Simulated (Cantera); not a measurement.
Cantera run:

```python
import numpy as np
import cantera as ct

gas_names = """
    H H2 N NH NH2 NH3 N2 N2H2 N2H4 Si SiH SiH2 SiH3 SiH4 SiN Si2 Si2N Si3
""".split()
cond_names = """
    Si(cr) Si(L) Si3N4(a)
""".split()


# ... load() reads the species with a 1 bar reference pressure and builds the phases ...
atoms = {
    'trisilylamine': {'Si': 3, 'N': 1, 'H': 9},
    'NH3': {'N': 1, 'H': 3},
}
top_T = {'Si3N4(a)': 2400}  # K; cautious upper limits of use, not melting points


# ... equilibrate(T, P, feed) seeds the gas with the atoms and calls Mixture.equilibrate('TP', solver="vcs", rtol=1e-11, max_steps=5000) ...
results = []
feed = {'trisilylamine': 1, 'NH3': 5.3}  # mol
T = 1073  # K
P = 12  # Pa
mix = equilibrate(T, P, feed)
results.append((T, P, feed, dict(zip(mix.species_names, mix.species_moles))))
print(gas.report(threshold=0.0001))
for i in range(1, mix.n_phases):
    print(f"{mix.phase(i).name:16s} {mix.phase_moles(i):12.5e} mol")
```

It prints:

```
       temperature   1073 K
          pressure   12 Pa
           density   5.6686e-06 kg/m^3
  mean mol. weight   4.2144 kg/kmol
   phase of matter   gas

                          1 kg             1 kmol
                     ---------------   ---------------
          enthalpy        5.4535e+06        2.2983e+07  J
   internal energy        3.3365e+06        1.4061e+07  J
           entropy             59582         2.511e+05  J/K
    Gibbs function       -5.8478e+07       -2.4645e+08  J
 heat capacity c_p            7290.3             30724  J/K
 heat capacity c_v            5317.4             22410  J/K

                      mass frac. Y      mole frac. X     chem. pot. / RT
                     ---------------   ---------------   ---------------
                H2           0.43791           0.91544             -26.8
                N2           0.56209          0.084559           -36.545
     [  +16 minor]        3.3839e-07        1.2349e-06

Si(cr)            0.00000e+00 mol
Si3N4(a)          1.00000e+00 mol
```

Cantera equilibrium calculation (NASA polynomials, part measured and part estimated; ideal gas, pure solids and liquids). The feed counts by its element totals alone.
